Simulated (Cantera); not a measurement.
**Silicon carbide growth: SiH4 + C2H4 + H2**

A closed system holds: 1 mol SiH4, 0.14 mol C2H4, 120 mol H2, at 1250 K and 0.910 bar.

Equilibrium computed with Cantera from the NASA thermochemical tables; the gas is ideal and each condensed phase is pure. Candidate condensed phases: C, C6H6, C7H8, C8H18, Si, SiC; 87 gas species. Mutual solubility and eutectic melting of coexisting phases are not modelled. Kinetics and transport are ignored.

```
Property                                   Result
--------------------------------------  ---------
x(H2)                                       1.000
x(CH4)                                    2.26e-5
n(Si(s))                                0.723 mol
n(SiC(s))                               0.277 mol
gas amount                              122.3 mol
log10 activity of C(graphite) (absent)      -2.65
```
